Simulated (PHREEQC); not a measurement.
# Phosphoric acid bath

A solution holds 0.028 mol/kgw H3PO4 and 0.012 mol/kgw HNO3, at 25 °C. Closed to the air; pH follows from the charge balance.

The numbers come from PHREEQC with the ion-association model, phreeqc.dat.

Precipitation was switched off in this run.

Question: Predict the pH, specific conductance, ionic strength.

Answer: pH 1.74; specific conductance 7500 µS/cm; ionic strength 0.0204 mol/kgw.

Question: In which forms is P present?

Answer: H3PO4 70 %, H2PO4- 30 % of the P.
